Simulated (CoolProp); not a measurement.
A single-stage vapour-compression cycle with sulfur hexafluoride: evaporating at 249.15 K (dew point), condensing at 274.15 K (bubble point), superheat 10 K, subcooling 8 K, compressor efficiency 0.8, no pressure losses. Each further row changes one setting.

Computed with CoolProp (reference Helmholtz-energy equation of state, Guder 2009).

| case | cooling COP | pressure ratio | discharge temperature (K) | refrigerating effect (kJ/kg) | volumetric capacity (kJ/m³) |
|---|---|---|---|---|---|
| as stated | 7.25 | 2.13 | 286.7 | 89.0 | 4140 |
| evaporating temperature 254.15 K | 9.48 | 1.81 | 286.0 | 91.2 | 4980 |
| condensing temperature 269.15 K | 9.37 | 1.85 | 281.3 | 93.9 | 4360 |
| subcooling 13 K | 7.65 | 2.13 | 286.7 | 93.9 | 4360 |
| superheat 20 K | 7.34 | 2.13 | 296.4 | 95.6 | 4210 |
| compressor efficiency 0.7 | 6.35 | 2.13 | 289.0 | 89.0 | 4140 |
